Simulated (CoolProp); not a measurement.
Vapour-liquid equilibrium of dimethyl ether (1) + methanol (2) at 291.2 K; x and y are mole fractions of (1).

Values from CoolProp's multi-fluid Helmholtz-energy mixture model, Wu 2011 and de Reuck 1993; pair parameters Bell 2016.

Problem. Give the bubble pressure and the first vapour's composition at x = 0.275, 0.875, 0.95. Is there an azeotrope?

Solution. x = 0.275: 0.2276 MPa, y = 0.955; x = 0.875: 0.4276 MPa, y = 0.989; x = 0.95: 0.4575 MPa, y = 0.995. No azeotrope shows between x = 0.05 and 0.95.

The pair parameters rest on a limited set of measurements; away from them the model extrapolates. With so large a gap from Raoult's law the liquid may split in two, which this calculation doesn't test in full.
